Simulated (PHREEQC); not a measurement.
A solution holds 0.19 mol ZnCl2 and 0.00024 mol NaCl per kg of water, at 20 °C. Closed to the air; pH follows from the charge balance.

The numbers come from PHREEQC with the ion-association model, wateq4f.dat.

Task: The ionic strength comes out as 0.497 mol/kgw. What activity coefficients do H+, ZnOH+, ZnCl+, Cl-, Na+ get?

Result: H+ 0.77, ZnOH+ 0.73, ZnCl+ 0.65, Cl- 0.65, Na+ 0.71.

Precipitation was switched off in this run.
